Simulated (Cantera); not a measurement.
A freely propagating, adiabatic, planar premixed flame of CH₄ : CO : O₂ : N₂ = 1 : 1.2 : 3.29 : 12.4 (molar parts), unburnt at 300 K and 3.20 bar; mixture-averaged transport, grid criteria slope 0.08 and curve 0.16, no radiation.

Detailed kinetics in Cantera: GRI-Mech 3.0 (53 species, 325 reactions). Burning velocities carry a grid error of a few per cent, more on coarse grids.

**Question.** How do the results move with these cheaper or finer settings: unity-Lewis-number transport; multicomponent transport; multicomponent+Soret transport; grid criteria slope 0.5, curve 1; grid criteria slope 0.25, curve 0.5; grid criteria slope 0.03, curve 0.06?

**Answer.** 
```
setting                               laminar burning velocity  thermal thickness  peak x(HCO)  peak x(OH)  grid points
------------------------------------  ------------------------  -----------------  -----------  ----------  -----------
as above                                             21.7 cm/s           0.211 mm      1.13e-5     0.00460          144
unity-Lewis-number transport                         20.1 cm/s           0.209 mm      1.32e-5     0.00498          138
multicomponent transport                             21.9 cm/s           0.213 mm      1.14e-5     0.00462          145
multicomponent+Soret transport                       21.5 cm/s           0.215 mm      1.12e-5     0.00458          146
grid criteria slope 0.5, curve 1                     23.3 cm/s           0.228 mm      1.11e-5     0.00458           34
grid criteria slope 0.25, curve 0.5                  22.4 cm/s           0.217 mm      1.12e-5     0.00459           54
grid criteria slope 0.03, curve 0.06                 21.4 cm/s           0.209 mm      1.13e-5     0.00459          329
```
The base run took very roughly 10 core-seconds.
Unity Lewis numbers drop preferential diffusion, which matters most where H2 and H carry the flame; Soret adds thermal diffusion.
